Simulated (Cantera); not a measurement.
A Cantera script and what it prints.

```python
import numpy as np
import cantera as ct

gas_names = [...]  # 118 gases of nasa_gas.yaml made of C, Cl, F, H
cond_names = """
    C(gr) C6H6(L) C7H8(L) C8H18(L),n-octa
""".split()


# ... load() reads the species with a 1 bar reference pressure and builds the phases ...
atoms = {
    'c-C4F8': {'C': 4, 'F': 8},
    'H2': {'H': 2},
    'HCl': {'H': 1, 'CL': 1},
}
top_T = {'C(gr)': 4500}  # K; cautious upper limits of use, not melting points


# ... equilibrate(T, P, feed) seeds the gas with the atoms and calls Mixture.equilibrate('TP', solver="vcs", rtol=1e-11, max_steps=5000) ...
results = []
feed = {'c-C4F8': 1, 'H2': 8.1, 'HCl': 0.033}  # mol
T = 2898  # K
P = 490  # Pa
mix = equilibrate(T, P, feed)
results.append((T, P, feed, dict(zip(mix.species_names, mix.species_moles))))
x = sorted(zip(gas.X, gas.species_names), reverse=True)
print(f"T = {T:g} K  P = {P:g} Pa  gas = {mix.phase_moles(0):.4g} mol")
print("   x: " + "  ".join(f"{s} {v:.3e}" for v, s in x if v > 1e-06))
print("   condensed (mol): " + ("  ".join(f"{mix.phase(i).name} {mix.phase_moles(i):.4g}"
      for i in range(1, mix.n_phases) if mix.phase_moles(i) > 1e-12) or "none"))
```

Result:

```
T = 2898 K  P = 490 Pa  gas = 15.95 mol
   x: HF 4.836e-01  H 4.030e-01  H2 6.104e-02  C3 2.063e-02  F 1.632e-02  C 3.786e-03  C2H2,acetylene 2.794e-03  C2H 2.724e-03  C2 2.053e-03  CL 1.694e-03  CF 1.516e-03  HCL 3.742e-04  C5 2.742e-04  C4H2 5.331e-05  C4 5.158e-05  CH 3.500e-05  CF2 1.327e-05  C2HF 1.170e-05  C2H2,vinylidene 6.903e-06  CH2 2.579e-06  C6H2 1.077e-06
   condensed (mol): C(gr) 2.657
```

Cantera equilibrium calculation (NASA polynomials, part measured and part estimated; ideal gas, pure solids and liquids). The feed counts by its element totals alone.
